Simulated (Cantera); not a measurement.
**Pyrogenic steam for wet oxidation**

An isothermal, constant-pressure homogeneous reactor starts with 6.86 % H2, 4.90 % O2, 88.2 % N2, equivalence ratio 0.70, at 1200 K and 0.132 atm.

Detailed kinetics in Cantera: GRI-Mech 3.0 (53 species, 325 reactions). The temperature is held fixed by assumption; the heat of reaction is taken as removed at once.

| t (s) | x H2 | x O2 | x NO | x H2O2 | x HO2 |
|---|---|---|---|---|---|
| 0.000700 | 0.0684 | 0.0489 | <1e-12 | 7.41e-9 | 1.66e-6 |
| 0.00206 | 0.00697 | 0.0212 | 3.28e-6 | 1.86e-7 | 1.78e-6 |
| 0.00606 | 0.00376 | 0.0175 | 7.27e-6 | 2.49e-7 | 1.56e-6 |
| 0.0178 | 0.000901 | 0.0155 | 8.03e-6 | 2.63e-7 | 1.26e-6 |
| 0.0524 | 9.63e-5 | 0.0152 | 8.06e-6 | 1.04e-7 | 5.75e-7 |
| 0.154 | 1.02e-5 | 0.0152 | 8.05e-6 | 2.19e-8 | 1.06e-7 |
| 0.454 | 1.68e-6 | 0.0152 | 8.04e-6 | 4.95e-9 | 1.99e-8 |
| 1.34 | 3.90e-7 | 0.0152 | 8.05e-6 | 1.33e-9 | 4.99e-9 |
| 3.93 | 1.12e-7 | 0.0152 | 8.05e-6 | 4.11e-10 | 1.72e-9 |
| 11.6 | 3.94e-8 | 0.0152 | 8.05e-6 | 1.49e-10 | 1.01e-9 |
| 34.0 | 2.19e-8 | 0.0152 | 8.05e-6 | 8.34e-11 | 9.51e-10 |
| 100 | 2.02e-8 | 0.0152 | 8.05e-6 | 7.67e-11 | 9.54e-10 |
x: mole fraction; the columns are a selection and need not sum to one.

Equilibrium at this temperature and pressure: H2 2.02e-8, O2 0.0152, NO 5.70e-5, H2O2 7.66e-11, HO2 9.53e-10 (gas phase only).
